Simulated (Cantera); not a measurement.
Cantera run:

```python
import numpy as np
import cantera as ct

gas_names = """
    Ca CaO CaOH CaO2H2 Ca2 H HO2 H2 H2O H2O2 O OH O2 O3
""".split()
cond_names = """
    Ca(a) Ca(b) Ca(L) CaO(s) CaO(L) CaO2H2(s) H2O(s) H2O(L)
""".split()


def load(file, names, dense=False):
    # The tables refer to 1 bar. Condensed volumes are neglected.
    table = {s.name: s for s in ct.Species.list_from_file(file)}
    out = []
    for n in names:
        d = dict(table[n].input_data)
        d["thermo"] = dict(d["thermo"], **{"reference-pressure": 1e5})
        if dense:
            d["equation-of-state"] = {"model": "constant-volume", "density": "1e6 g/cm^3"}
        out.append(ct.Species.from_dict(d))
    return out


gas = ct.Solution(thermo="ideal-gas", species=load("nasa_gas.yaml", gas_names))
cond = {s.name: ct.Solution(thermo="fixed-stoichiometry", species=[s], name=s.name)
        for s in load("nasa_condensed.yaml", cond_names, dense=True)}
atoms = {
    'Ca(OH)2': {'Ca': 1, 'O': 2, 'H': 2},
    'H2O': {'H': 2, 'O': 1},
    'O2': {'O': 2},
}
top_T = {}  # K; cautious upper limits of use, not melting points


def equilibrate(T, P, feed):
    n = {}
    for name, mol in feed.items():
        for a, k in atoms[name].items():
            n[a] = n.get(a, 0.0) + k * mol
    gas.TPX = T, P, n
    mass = sum(n.values()) * gas.mean_molecular_weight
    gas.equilibrate("TP")
    valid = [c for c in cond.values() if c.min_temp <= T <= top_T.get(c.name, c.max_temp)]
    mix = ct.Mixture([(gas, mass / gas.mean_molecular_weight)] + [(c, 0.0) for c in valid])
    mix.T, mix.P = T, P
    mix.equilibrate("TP", solver="vcs", rtol=1e-11, max_steps=5000)
    return mix


results = []
feed = {'Ca(OH)2': 1, 'H2O': 0.14, 'O2': 0.14}  # mol
T = 1498.15  # K
P = 100000  # Pa
mix = equilibrate(T, P, feed)
results.append((T, P, feed, dict(zip(mix.species_names, mix.species_moles))))
x = sorted(zip(gas.X, gas.species_names), reverse=True)
print(f"T = {T:g} K  P = {P:g} Pa  gas = {mix.phase_moles(0):.4g} mol")
print("   x: " + "  ".join(f"{s} {v:.3e}" for v, s in x if v > 1e-06))
print("   condensed (mol): " + ("  ".join(f"{mix.phase(i).name} {mix.phase_moles(i):.4g}"
      for i in range(1, mix.n_phases) if mix.phase_moles(i) > 1e-12) or "none"))
```

Result:

```
T = 1498.15 K  P = 100000 Pa  gas = 1.28 mol
   x: H2O 8.905e-01  O2 1.093e-01  OH 1.951e-04  H2 4.970e-06  O 1.307e-06
   condensed (mol): CaO(s) 1
```

Cantera equilibrium calculation (NASA polynomials, part measured and part estimated; ideal gas, pure solids and liquids).
